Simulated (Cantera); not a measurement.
Reactions in the system H-O-Ta

Source: NASA polynomial tables (part measured, part estimated), evaluated in Cantera. Values are per mole of reaction as written; species without (g) are pure solids or liquids, kept so even where they would boil at 1 bar.

H₂(g) + TaO₂(g) = Ta + H₂O₂(g)

```json
[
 {"T (K)": "2125", "ΔH° (kJ)": "74.9", "ΔS° (J/K)": "-130.2", "ΔG° (kJ)": "351.5", "log10 K": "-8.64"},
 {"T (K)": "2175", "ΔH° (kJ)": "75.6", "ΔS° (J/K)": "-129.8", "ΔG° (kJ)": "358.0", "log10 K": "-8.60"},
 {"T (K)": "2225", "ΔH° (kJ)": "76.4", "ΔS° (J/K)": "-129.5", "ΔG° (kJ)": "364.5", "log10 K": "-8.56"},
 {"T (K)": "2275", "ΔH° (kJ)": "77.1", "ΔS° (J/K)": "-129.2", "ΔG° (kJ)": "371.0", "log10 K": "-8.52"},
 {"T (K)": "2325", "ΔH° (kJ)": "77.9", "ΔS° (J/K)": "-128.8", "ΔG° (kJ)": "377.4", "log10 K": "-8.48"},
 {"T (K)": "2375", "ΔH° (kJ)": "78.6", "ΔS° (J/K)": "-128.5", "ΔG° (kJ)": "383.9", "log10 K": "-8.44"},
 {"T (K)": "2425", "ΔH° (kJ)": "79.4", "ΔS° (J/K)": "-128.2", "ΔG° (kJ)": "390.3", "log10 K": "-8.41"},
 {"T (K)": "2475", "ΔH° (kJ)": "80.3", "ΔS° (J/K)": "-127.8", "ΔG° (kJ)": "396.7", "log10 K": "-8.37"}
]
```
